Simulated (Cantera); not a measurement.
A closed system holds: 1 mol SO₂, 0.21 mol O₂, at 0.133 bar.

Equilibrium computed with Cantera from the NASA thermochemical tables; the gas is ideal and each condensed phase is pure. Candidate condensed phases: S; 10 gas species. Equilibrium is a limit: real reactors are often held back by kinetics, nucleation or transport. All values below are at 1750 K.

Base state: SO₂ 0.825, O₂ 0.173, SO₃ 0.00158, O 8.52e-5, SO 6.06e-5 (mole fractions); condensed: gas only.

Task: What changes in the equilibrium state with this change: SO₂ replaced by HF?

Result: 
```tsv
species	before	after
HF	0	0.826
O₂	0.173	0.173
F	0	0.000358
SO₂	0.825	0
SO₃	0.00158	0
H₂O	0	0.000163
SO	6.06e-5	0
OH	0	3.22e-5
```
Further candidate phases: H₂O.
